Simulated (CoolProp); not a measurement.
Oxygen along the isotherm -95.65 °C: density (kg/m³) from the reference equation and from simpler models built on Tc = -118.6 °C, pc = 5.046 MPa, ω = 0.022; each cubic takes its own stable root.

Values from CoolProp's reference Helmholtz-energy equation of state, Schmidt 1985.

```json
[
 {"p (MPa)": "0.541", "phase": "gas", "reference": "12.02", "ideal gas": "11.73", "van der Waals": "12.01", "Redlich-Kwong": "12.03", "Soave-Redlich-Kwong": "12.02", "Peng-Robinson": "12.07"},
 {"p (MPa)": "1.08", "phase": "gas", "reference": "24.60", "ideal gas": "23.42", "van der Waals": "24.57", "Redlich-Kwong": "24.64", "Soave-Redlich-Kwong": "24.63", "Peng-Robinson": "24.81"},
 {"p (MPa)": "1.62", "phase": "gas", "reference": "37.91", "ideal gas": "35.12", "van der Waals": "37.83", "Redlich-Kwong": "37.99", "Soave-Redlich-Kwong": "37.97", "Peng-Robinson": "38.40"},
 {"p (MPa)": "2.16", "phase": "gas", "reference": "52.00", "ideal gas": "46.83", "van der Waals": "51.88", "Redlich-Kwong": "52.15", "Soave-Redlich-Kwong": "52.10", "Peng-Robinson": "52.89"},
 {"p (MPa)": "2.7", "phase": "gas", "reference": "67.00", "ideal gas": "58.54", "van der Waals": "66.85", "Redlich-Kwong": "67.22", "Soave-Redlich-Kwong": "67.12", "Peng-Robinson": "68.43"},
 {"p (MPa)": "3.24", "phase": "gas", "reference": "83.04", "ideal gas": "70.25", "van der Waals": "82.90", "Redlich-Kwong": "83.33", "Soave-Redlich-Kwong": "83.18", "Peng-Robinson": "85.16"},
 {"p (MPa)": "3.78", "phase": "gas", "reference": "100.3", "ideal gas": "81.96", "van der Waals": "100.2", "Redlich-Kwong": "100.7", "Soave-Redlich-Kwong": "100.4", "Peng-Robinson": "103.2"},
 {"p (MPa)": "4.33", "phase": "gas", "reference": "119.3", "ideal gas": "93.88", "van der Waals": "119.5", "Redlich-Kwong": "119.7", "Soave-Redlich-Kwong": "119.4", "Peng-Robinson": "123.3"},
 {"p (MPa)": "4.87", "phase": "gas", "reference": "139.7", "ideal gas": "105.6", "van der Waals": "140.5", "Redlich-Kwong": "140.1", "Soave-Redlich-Kwong": "139.6", "Peng-Robinson": "144.8"},
 {"p (MPa)": "5.41", "phase": "supercritical", "reference": "162.0", "ideal gas": "117.3", "van der Waals": "164.0", "Redlich-Kwong": "162.4", "Soave-Redlich-Kwong": "161.7", "Peng-Robinson": "168.5"},
 {"p (MPa)": "5.95", "phase": "supercritical", "reference": "186.8", "ideal gas": "129.0", "van der Waals": "190.7", "Redlich-Kwong": "187.0", "Soave-Redlich-Kwong": "185.9", "Peng-Robinson": "194.6"},
 {"p (MPa)": "6.49", "phase": "supercritical", "reference": "214.3", "ideal gas": "140.7", "van der Waals": "221.8", "Redlich-Kwong": "214.1", "Soave-Redlich-Kwong": "212.5", "Peng-Robinson": "223.4"},
 {"p (MPa)": "7.03", "phase": "supercritical", "reference": "245.2", "ideal gas": "152.4", "van der Waals": "258.0", "Redlich-Kwong": "244.0", "Soave-Redlich-Kwong": "241.8", "Peng-Robinson": "255.3"},
 {"p (MPa)": "7.57", "phase": "supercritical", "reference": "279.7", "ideal gas": "164.1", "van der Waals": "299.0", "Redlich-Kwong": "276.7", "Soave-Redlich-Kwong": "273.7", "Peng-Robinson": "290.0"}
]
```
